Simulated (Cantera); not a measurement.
Feed: 1 mol TEOS, 29 mol H2O, 5.3 mol H2, equilibrated at 1000 °C and 83.0 mbar.

Equilibrium computed with Cantera from the NASA thermochemical tables; the gas is ideal and each condensed phase is pure. Candidate condensed phases: C, C6H6, C7H8, C8H18, H2O, Si, SiC, SiO2; 123 gas species. The feed counts by its element totals alone. The tables hold silica as quartz up to 1696 K and as liquid above; real silica turns to tridymite and cristobalite and melts near 1996 K. Gases not in the tables: Si(OH)4. The numbers say what is thermodynamically allowed, not how fast it happens.

Base state: H2 0.459, H2O 0.388, CO 0.101, CO2 0.0517 (mole fractions); condensed: SiO2(β-quartz).

**Question.** What changes in the equilibrium state with this change: H2O from 29 to 0.45 mol?

**Answer.** 
```
species               before     after
-------------------  -------  --------
H2                     0.459     0.865
CO                     0.101     0.135
CH4                  1.94e-8  0.000583
H2O                    0.388  0.000115
CO2                   0.0517   1.08e-5
SiO2(β-quartz), mol     1.00     1.000
C(graphite), mol           0      5.54
```
